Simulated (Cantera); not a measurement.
Charge: 1 mol MgCO₃, 3.6 mol SO₂, 0.61 mol CO₂, at 1725 K and 0.170 bar.

Equilibrium computed with Cantera from the NASA thermochemical tables; the gas is ideal and each condensed phase is pure. Candidate condensed phases: C, Mg, MgCO₃, MgO, MgS, MgSO₄, S; 26 gas species. The numbers say what is thermodynamically allowed, not how fast it happens.

Base state: SO₂ 0.690, CO₂ 0.307, CO 0.00201, O₂ 0.00114, SO 0.000408, SO₃ 0.000133 (mole fractions); condensed: MgO(s).

**Question.** What changes in the equilibrium state with this change: temperature from 1725 K to 1650 K?

**Answer.** 
```csv
species,before,after
SO₂,0.690,0.690
CO₂,0.307,0.308
CO,0.00201,0.00114
SO,0.000408,0.000215
O₂,0.00114,0.000610
SO₃,0.000133,0.000131
"MgO(s), mol",1.00,1.00
```
